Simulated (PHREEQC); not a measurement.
Acid mine or pickling water: an equilibrium model

A made-up water analysis in mg/L, 37 °C, pH 3.91, pe 12.2: Na 122; K 41.5; Ca 63.8; Mg 3.75; Cl 70.1; S(6) as SO4 400; Cd 0.341.

Valence states are taken as typed.

All values are PHREEQC results (ion-association model, phreeqc.dat), not measurements.

Precipitation was switched off in this run.

Problem. What ionic strength does the model give?

Solution. ionic strength 0.0143 mol/kgw.

Problem. In which forms is Ca present?

Solution. Ca+2 79 %, CaSO4 21 % of the Ca.

Away from 25 °C the constants follow the database's enthalpies or fits; those with neither stay at their 25 °C values.
